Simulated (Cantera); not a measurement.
Cantera run:

```python
import numpy as np
import cantera as ct

gas_names = """
    H HO2 H2 H2O H2O2 O OH O2 O3 Zr ZrO ZrO2
""".split()
cond_names = """
    H2O(s) H2O(L) Zr(a) Zr(b) Zr(L) ZrO2(a) ZrO2(b) ZrO2(L)
""".split()


# ... load() reads the species with a 1 bar reference pressure and builds the phases ...
atoms = {
    'ZrO2': {'Zr': 1, 'O': 2},
    'H2': {'H': 2},
}
top_T = {}  # K; cautious upper limits of use, not melting points


# ... equilibrate(T, P, feed) seeds the gas with the atoms and calls Mixture.equilibrate('TP', solver="vcs", rtol=1e-11, max_steps=5000) ...
results = []
feed = {'ZrO2': 1, 'H2': 2500}  # mol
P = 680000  # Pa
for T in [1598, 1623, 1648, 1673, 1698, 1723, 1748, 1773, 1798, 1823, 1848, 1873]:
    mix = equilibrate(T, P, feed)
    results.append((T, P, feed, dict(zip(mix.species_names, mix.species_moles))))
    x = sorted(zip(gas.X, gas.species_names), reverse=True)
    print(f"T = {T:g} K  P = {P:g} Pa  gas = {mix.phase_moles(0):.4g} mol")
    print("   x: " + "  ".join(f"{s} {v:.3e}" for v, s in x if v > 0.0001))
    print("   condensed (mol): " + ("  ".join(f"{mix.phase(i).name} {mix.phase_moles(i):.4g}"
          for i in range(1, mix.n_phases) if mix.phase_moles(i) > 1e-12) or "none"))
```

Result:

```
T = 1598 K  P = 680000 Pa  gas = 2500 mol
   x: H2 1.000e+00
   condensed (mol): Zr(b) 1.673e-05  ZrO2(b) 1
T = 1623 K  P = 680000 Pa  gas = 2500 mol
   x: H2 1.000e+00
   condensed (mol): Zr(b) 2.343e-05  ZrO2(b) 1
T = 1648 K  P = 680000 Pa  gas = 2500 mol
   x: H2 1.000e+00
   condensed (mol): Zr(b) 3.247e-05  ZrO2(b) 1
T = 1673 K  P = 680000 Pa  gas = 2500 mol
   x: H2 1.000e+00
   condensed (mol): Zr(b) 4.455e-05  ZrO2(b) 1
T = 1698 K  P = 680000 Pa  gas = 2500 mol
   x: H2 9.999e-01
   condensed (mol): Zr(b) 6.054e-05  ZrO2(b) 0.9999
T = 1723 K  P = 680000 Pa  gas = 2500 mol
   x: H2 9.999e-01
   condensed (mol): Zr(b) 8.154e-05  ZrO2(b) 0.9999
T = 1748 K  P = 680000 Pa  gas = 2500 mol
   x: H2 9.999e-01
   condensed (mol): Zr(b) 0.0001089  ZrO2(b) 0.9999
T = 1773 K  P = 680000 Pa  gas = 2500 mol
   x: H2 9.999e-01  H 1.091e-04
   condensed (mol): Zr(b) 0.0001442  ZrO2(b) 0.9999
T = 1798 K  P = 680000 Pa  gas = 2500 mol
   x: H2 9.999e-01  H 1.350e-04
   condensed (mol): Zr(b) 0.0001894  ZrO2(b) 0.9998
T = 1823 K  P = 680000 Pa  gas = 2500 mol
   x: H2 9.998e-01  H 1.661e-04
   condensed (mol): Zr(b) 0.0002468  ZrO2(b) 0.9998
T = 1848 K  P = 680000 Pa  gas = 2500 mol
   x: H2 9.998e-01  H 2.033e-04
   condensed (mol): Zr(b) 0.0003194  ZrO2(b) 0.9997
T = 1873 K  P = 680000 Pa  gas = 2500 mol
   x: H2 9.998e-01  H 2.475e-04
   condensed (mol): Zr(b) 0.0004103  ZrO2(b) 0.9996
```

Method: chemical equilibrium by Gibbs-energy minimisation in Cantera with the NASA 1993 tables (ideal gas, pure condensed phases). Mutual solubility and eutectic melting of coexisting phases are not modelled. Condensed phases not in the tables: N, O or C dissolved in the metal.
